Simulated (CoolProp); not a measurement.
Computed with CoolProp (reference Helmholtz-energy equation of state, McLinden 2020).

Question: For R1336mzz(Z), give the phase and the speed of sound (m/s), Joule-Thomson coefficient (K/MPa) at 500 K and 91.8 kPa; 500 K and 1080 kPa.

Answer: 
- 500 K and 91.8 kPa: gas; speed of sound 162, Joule-Thomson coefficient 6.96
- 500 K and 1080 kPa: gas; speed of sound 150, Joule-Thomson coefficient 7.52
